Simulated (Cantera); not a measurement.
A closed system holds: 1 mol Si, a varied amount of Cl2, 2.8 mol H2, at 998 K and 56000 Pa.

Equilibrium computed with Cantera from the NASA thermochemical tables; the gas is ideal and each condensed phase is pure. Candidate condensed phases: Si; 19 gas species. The tables' values for SiCl3 are old estimates; treat these amounts as uncertain. The numbers say what is thermodynamically allowed, not how fast it happens.

Question: At 1.4 mol Cl2, list the 4 most abundant gas species with their mole fractions, and the condensed phases.

Answer: H2 0.770, SiCl4 0.151, SiHCl3 0.0604, HCl 0.0134. Condensed: Si(s).
